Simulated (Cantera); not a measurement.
An isothermal, constant-pressure homogeneous reactor starts with CO : O2 : H2O : N2 = 0.0012 : 0.0091 : 0.00026 : 1 (molar parts), equivalence ratio 0.066, at 1350 K and 0.740 bar.

Computed with Cantera and GRI-Mech 3.0 (53 species, 325 reactions).

x: mole fraction; the columns are a selection and need not sum to one.

```csv
t (s),x CO,x O2,x H2O,x O,x CO2,x OH,x H
1.00e-6,0.00119,0.00900,0.000257,3.22e-12,3.22e-12,<1e-12,<1e-12
5.89e-6,0.00119,0.00900,0.000257,1.90e-11,1.90e-11,<1e-12,<1e-12
3.47e-5,0.00119,0.00900,0.000257,1.11e-10,1.12e-10,<1e-12,<1e-12
0.000204,0.00119,0.00900,0.000257,6.53e-10,6.60e-10,1.32e-11,1.07e-12
0.00120,0.00119,0.00900,0.000257,3.97e-9,4.24e-9,3.32e-10,3.43e-11
0.00707,0.00119,0.00900,0.000257,[?],[?],[?],[?]
0.0416,0.000464,0.00858,0.000240,0.000128,0.000723,2.09e-5,9.60e-6
0.245,1.23e-5,0.00842,0.000255,4.80e-6,0.00118,4.40e-6,7.64e-8
1.44,1.61e-7,0.00842,0.000257,2.71e-7,0.00119,1.10e-6,1.04e-9
8.49,6.98e-9,0.00842,0.000257,4.92e-8,0.00119,4.69e-7,8.16e-11
50.0,6.08e-9,0.00842,0.000257,4.53e-8,0.00119,4.50e-7,7.21e-11
```

Q: Complete the blanks.

A: 
- 0.00707, x O: 1.04e-7
- 0.00707, x CO2: 1.31e-7
- 0.00707, x OH: 2.41e-8
- 0.00707, x H: 2.63e-9
